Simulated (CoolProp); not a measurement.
Vapour-liquid equilibrium of carbon dioxide (1) + CHF3 (R23) (2) at 18.1 bar; x and y are mole fractions of (1).

Values from CoolProp's multi-fluid Helmholtz-energy mixture model, Span 1996 and Penoncello 2003; pair parameters Bell 2016.

Problem. Give the bubble temperature and the first vapour's composition at x = 0.35, 0.45, 0.75. Is there an azeotrope?

Solution. x = 0.35: 256.1 K, y = 0.419; x = 0.45: 254.8 K, y = 0.519; x = 0.75: 251.9 K, y = 0.786. No azeotrope shows between x = 0.05 and 0.95.

Pair parameters are fitted to limited data, so mixtures are less certain than the pure fluids.
